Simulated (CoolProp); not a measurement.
Vapour-liquid equilibrium of dimethyl ether (1) + n-perfluorobutane (2) at 305.7 K; x and y are mole fractions of (1).

The numbers come from the multi-fluid Helmholtz-energy mixture model, Wu 2011 and Gao 2022; pair parameters Bell 2016 in CoolProp.

| x | bubble pressure, mixture model (MPa) | bubble pressure, Raoult's law (MPa) | y, mixture model | y, Raoult's law |
|---|---|---|---|---|
| 0.05 | 0.4292 | 0.3577 | 0.225 | 0.102 |
| 0.15 | 0.5952 | 0.3968 | 0.468 | 0.276 |
| 0.25 | 0.7200 | 0.4360 | 0.585 | 0.418 |
| 0.35 | 0.7988 | 0.4751 | 0.646 | 0.537 |
| 0.45 | 0.8416 | 0.5143 | 0.681 | 0.638 |
| 0.55 | 0.8621 | 0.5534 | [?] | 0.725 |
| 0.65 | 0.8711 | 0.5926 | 0.718 | 0.800 |
| 0.75 | 0.8735 | 0.6317 | [?] | 0.866 |
| 0.85 | 0.8623 | 0.6709 | [?] | 0.924 |
| 0.95 | 0.8031 | 0.7100 | 0.881 | 0.976 |

Problem. Some entries are withheld; supply them.

Solution. 
- 0.55, y, mixture model: 0.702
- 0.75, y, mixture model: 0.737
- 0.85, y, mixture model: 0.777

The largest gap from Raoult's law is +68.1 % in bubble pressure, at x = 0.35. y crosses x between x = 0.65 and 0.75: the model has an azeotrope there.

Pair parameters are fitted to limited data, so mixtures are less certain than the pure fluids. With so large a gap from Raoult's law the liquid may split in two, which this calculation doesn't test in full.
